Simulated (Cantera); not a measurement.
What does this Cantera script print?

```python
import numpy as np
import cantera as ct

gas_names = """
    AL ALCL ALCL2 ALCL3 ALN ALO ALOCL ALO2 AL2 AL2CL6 AL2O AL2O2 CL CLO CL2 N NO NO2 NO3 N2 N2O O O2 O3
""".split()
cond_names = """
    AL(cr) AL(L) ALCL3(s) ALCL3(L) ALN(s) AL2O3(a) AL2O3(L)
""".split()


def load(file, names, dense=False):
    # The tables refer to 1 bar. Condensed volumes are neglected.
    table = {s.name: s for s in ct.Species.list_from_file(file)}
    out = []
    for n in names:
        d = dict(table[n].input_data)
        d["thermo"] = dict(d["thermo"], **{"reference-pressure": 1e5})
        if dense:
            d["equation-of-state"] = {"model": "constant-volume", "density": "1e6 g/cm^3"}
        out.append(ct.Species.from_dict(d))
    return out


gas = ct.Solution(thermo="ideal-gas", species=load("nasa_gas.yaml", gas_names))
cond = {s.name: ct.Solution(thermo="fixed-stoichiometry", species=[s], name=s.name)
        for s in load("nasa_condensed.yaml", cond_names, dense=True)}
atoms = {
    'AlCl3': {'AL': 1, 'CL': 3},
    'O2': {'O': 2},
    'N2': {'N': 2},
}
top_T = {'ALN(s)': 2750}  # K; cautious upper limits of use, not melting points


def equilibrate(T, P, feed):
    n = {}
    for name, mol in feed.items():
        for a, k in atoms[name].items():
            n[a] = n.get(a, 0.0) + k * mol
    gas.TPX = T, P, n
    mass = sum(n.values()) * gas.mean_molecular_weight
    gas.equilibrate("TP")
    valid = [c for c in cond.values() if c.min_temp <= T <= top_T.get(c.name, c.max_temp)]
    mix = ct.Mixture([(gas, mass / gas.mean_molecular_weight)] + [(c, 0.0) for c in valid])
    mix.T, mix.P = T, P
    mix.equilibrate("TP", solver="vcs", rtol=1e-11, max_steps=5000)
    return mix


results = []
feed = {'AlCl3': 1, 'O2': 0.26, 'N2': 120}  # mol
T = 2098.15  # K
P = 72000  # Pa
mix = equilibrate(T, P, feed)
results.append((T, P, feed, dict(zip(mix.species_names, mix.species_moles))))
x = sorted(zip(gas.X, gas.species_names), reverse=True)
print(f"T = {T:g} K  P = {P:g} Pa  gas = {mix.phase_moles(0):.4g} mol")
print("   x: " + "  ".join(f"{s} {v:.3e}" for v, s in x if v > 0.001))
print("   condensed (mol): " + ("  ".join(f"{mix.phase(i).name} {mix.phase_moles(i):.4g}"
      for i in range(1, mix.n_phases) if mix.phase_moles(i) > 1e-12) or "none"))
```

Output:

```
T = 2098.15 K  P = 72000 Pa  gas = 121.7 mol
   x: N2 9.857e-01  CL 8.883e-03  ALCL3 4.943e-03
   condensed (mol): AL2O3(a) 0.1715
```

These are equilibrium values from Cantera (NASA tables, ideal gas, pure condensed phases), not measurements of a reactor. The tables' values for AlCl2 are old estimates; treat these amounts as uncertain.
